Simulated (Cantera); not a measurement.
A closed system holds: 1 mol Pb, 8.2 mol H2O, a varied amount of CO, equilibrated at 1273.15 K and 25.0 mbar.

These are equilibrium values from Cantera (NASA tables, ideal gas, pure condensed phases), not measurements of a reactor. Candidate condensed phases: C, C6H6, C7H8, C8H18, H2O, Pb, PbO, PbO2, Pb3O4; 113 gas species. Kinetics and transport are ignored.

log p: log10 of the partial pressure in bar; n: condensed amount in mol.

```json
[
 {"n(CO) (mol)": "1.3", "log p H2O": "-1.76", "log p CO": "-3.21", "log p H2": "-2.59", "log p CO2": "-2.59", "log p Pb": "-2.74", "n Pb(l)": "[?]"},
 {"n(CO) (mol)": "1.7", "log p H2O": "-1.79", "log p CO": "-3.03", "log p H2": "-2.52", "log p CO2": "-2.52", "log p Pb": "-2.74", "n Pb(l)": "[?]"},
 {"n(CO) (mol)": "2.3", "log p H2O": "-1.84", "log p CO": "-2.83", "log p H2": "-2.44", "log p CO2": "-2.44", "log p Pb": "-2.74", "n Pb(l)": "[?]"},
 {"n(CO) (mol)": "3", "log p H2O": "-1.89", "log p CO": "-2.67", "log p H2": "-2.39", "log p CO2": "-2.39", "log p Pb": "-2.74", "n Pb(l)": "[?]"},
 {"n(CO) (mol)": "4", "log p H2O": "-1.96", "log p CO": "-2.51", "log p H2": "-2.34", "log p CO2": "-2.34", "log p Pb": "-2.74", "n Pb(l)": "[?]"},
 {"n(CO) (mol)": "5.4", "log p H2O": "-2.04", "log p CO": "-2.36", "log p H2": "-2.31", "log p CO2": "-2.31", "log p Pb": "-2.77", "n Pb(l)": "0"},
 {"n(CO) (mol)": "7.2", "log p H2O": "-2.13", "log p CO": "-2.23", "log p H2": "-2.29", "log p CO2": "-2.29", "log p Pb": "-2.82", "n Pb(l)": "0"},
 {"n(CO) (mol)": "9.5", "log p H2O": "-2.24", "log p CO": "-2.12", "log p H2": "-2.29", "log p CO2": "-2.29", "log p Pb": "-2.87", "n Pb(l)": "0"},
 {"n(CO) (mol)": "13", "log p H2O": "-2.37", "log p CO": "-2.02", "log p H2": "-2.30", "log p CO2": "-2.30", "log p Pb": "-2.95", "n Pb(l)": "0"}
]
```

Task: Fill in the missing entries.

Result: 
- 1.3, n Pb(l): 0.245
- 1.7, n Pb(l): 0.213
- 2.3, n Pb(l): 0.166
- 3, n Pb(l): 0.110
- 4, n Pb(l): 0.0307
